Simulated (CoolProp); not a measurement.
c-C4F8 (RC318) along the isobar 6.35 bar: fugacity coefficient from the reference equation and from simpler models built on Tc = 388.4 K, pc = 27.78 bar, ω = 0.355; each cubic takes its own stable root.

Computed with CoolProp (reference Helmholtz-energy equation of state, Platzer 1990). This equation is an older, rougher fit.

```
T (K)  phase  reference
-----  -----  ---------
375.6    gas     0.9162
386.9    gas     0.9244
398.2    gas     0.9316
409.5    gas     0.9380
420.8    gas     0.9438
432.1    gas     0.9489
443.4    gas     0.9535
454.8    gas     0.9577
466.1    gas     0.9615
477.4    gas     0.9649
488.7    gas     0.9680
500      gas     0.9708
```

Task: How far does each simpler model (Redlich-Kwong, Soave-Redlich-Kwong, Peng-Robinson) lie from the reference over these 12 states: mean and median of the absolute difference, and the worst?

Result: 
- Redlich-Kwong: mean 0.5 %, median 0.6 %, worst -0.7 % at 500 K and 6.35 bar
- Soave-Redlich-Kwong: mean 0.1 %, median 0.1 %, worst -0.3 % at 375.6 K and 6.35 bar
- Peng-Robinson: mean 0.8 %, median 0.8 %, worst -1.2 % at 375.6 K and 6.35 bar
